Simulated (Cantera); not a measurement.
What does this Cantera script print?

```python
import numpy as np
import cantera as ct

gas = ct.Solution("gri30.yaml", transport_model="mixture-averaged")
show = ['CH3', 'C2H2', 'NO']

rows = []
print(f"{'T/K':>7s}{'rho':>11s}{'cp':>10s}{'mu':>11s}{'lambda':>11s}{'Pr':>7s}" + "".join(f"{'D_' + s:>11s}" for s in show))
for T in [400, 550, 700, 850, 1000, 1150, 1300, 1450, 1600]:
    gas.TPX = T, 100000, {'H2': 0.53, 'CH3OH': 0.3, 'C2H2': 0.95, 'C3H8': 0.34}
    Pr = gas.cp_mass * gas.viscosity / gas.thermal_conductivity
    D = [gas.mix_diff_coeffs_mole[gas.species_index(s)] for s in show]
    rows.append([gas.density, gas.cp_mass, gas.viscosity, gas.thermal_conductivity, Pr, *D])
    print(f"{T:7g}{gas.density:11.4e}{gas.cp_mass:10.1f}{gas.viscosity:11.4e}"
          f"{gas.thermal_conductivity:11.4e}{Pr:7.3f}" + "".join(f"{d:11.4e}" for d in D))
print("SI units: kg/m3, J/kg/K, Pa s, W/m/K, m2/s")
```

Output:

```
    T/K        rho        cp         mu     lambda     Pr      D_CH3     D_C2H2       D_NO
    400 7.1497e-01    2195.7 1.3093e-05 6.2026e-02  0.463 3.4436e-05 2.8437e-05 3.1563e-05
    550 5.1998e-01    2565.5 1.7226e-05 8.6687e-02  0.510 6.1056e-05 5.1252e-05 5.5411e-05
    700 4.0855e-01    2860.6 2.0919e-05 1.1085e-01  0.540 9.3201e-05 7.9057e-05 8.4093e-05
    850 3.3646e-01    3101.8 2.4279e-05 1.3459e-01  0.560 1.3033e-04 1.1132e-04 1.1715e-04
   1000 2.8599e-01    3308.2 2.7380e-05 1.5788e-01  0.574 1.7205e-04 1.4767e-04 1.5427e-04
   1150 2.4869e-01    3473.2 3.0275e-05 1.8073e-01  0.582 2.1808e-04 1.8783e-04 1.9521e-04
   1300 2.1999e-01    3616.5 3.3003e-05 2.0309e-01  0.588 2.6819e-04 2.3158e-04 2.3977e-04
   1450 1.9723e-01    3740.6 3.5593e-05 2.2495e-01  0.592 3.2219e-04 2.7875e-04 2.8780e-04
   1600 1.7874e-01    3847.4 3.8067e-05 2.4630e-01  0.595 3.7995e-04 3.2920e-04 3.3916e-04
SI units: kg/m3, J/kg/K, Pa s, W/m/K, m2/s
```

Cantera simulation using GRI-Mech 3.0 (53 species, 325 reactions); the numbers are that mechanism's predictions, not measurements. Polar gases are described roughly by these parameters. The composition is frozen, though it would react at the higher temperatures.
